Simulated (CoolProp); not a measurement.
Properties of CH2F2 (R32) along the isobar 101 kPa.

Model: reference Helmholtz-energy equation of state, Tillner-Roth 1997, in CoolProp.

```
T (K)  phase  Joule-Thomson coefficient (K/MPa)  conductivity (mW/(m K))
-----  -----  ---------------------------------  -----------------------
275.3    gas                                ___                      ___
280.3    gas                                ___                      ___
285.3    gas                              29.86                     12.7
290.3    gas                              28.07                     13.0
295.3    gas                              26.44                      ___
300.3    gas                              24.94                      ___
305.3    gas                              23.56                     14.2
310.3    gas                              22.29                      ___
315.3    gas                              21.12                     15.0
320.3    gas                              20.03                     15.4
325.3    gas                              19.03                     15.8
330.3    gas                              18.10                      ___
335.3    gas                              17.24                     16.6
```

Problem. Fill in the missing entries.

Solution. 
- 275.3, Joule-Thomson coefficient (K/MPa): 33.96
- 275.3, conductivity (mW/(m K)): 12.0
- 280.3, Joule-Thomson coefficient (K/MPa): 31.82
- 280.3, conductivity (mW/(m K)): 12.3
- 295.3, conductivity (mW/(m K)): 13.4
- 300.3, conductivity (mW/(m K)): 13.8
- 310.3, conductivity (mW/(m K)): 14.6
- 330.3, conductivity (mW/(m K)): 16.2

Thermal conductivity comes from a separate model (Huber 2003), an estimate that may be off by 10 % or more.
